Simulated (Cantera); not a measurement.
Input: 1 mol H₂O, 2.1 mol H₂, at 3400 K.

Equilibrium computed with Cantera from the NASA thermochemical tables; the gas is ideal and each condensed phase is pure. Candidate condensed phases: H₂O; 9 gas species. The ideal-gas law is rough above about 30 bar. Rates play no part.

Problem. At 300 bar, list the 6 most abundant gas species with their mole fractions, and the condensed phases.

Solution. H₂ 0.660, H₂O 0.314, H 0.0219, OH 0.00453, O 8.86e-5, O₂ 1.63e-5. Condensed: gas only.
